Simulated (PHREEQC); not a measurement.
A solution holds 2.8 mmol/kgw Pb(NO3)2, 0.62 mmol/kgw MgSO4 and 1.3 mmol/kgw HCl, at 25 °C. Closed to the air; pH follows from the charge balance.

All values are PHREEQC results (ion-association model, phreeqc.dat), not measurements.

Precipitation was switched off in this run.

Q: What pH, ionic strength, specific conductance does the model give?

A: pH 2.94; ionic strength 0.0108 mol/kgw; specific conductance 1260 µS/cm.

Q: In which forms is Pb present?

A: Pb+2 85 %, PbSO4 7.4 %, PbNO3+ 4.5 %, PbCl+ 2.7 % of the Pb.

Examples of supersaturated solids here: Anglesite. Others may be too. Species that the database lacks are ignored.
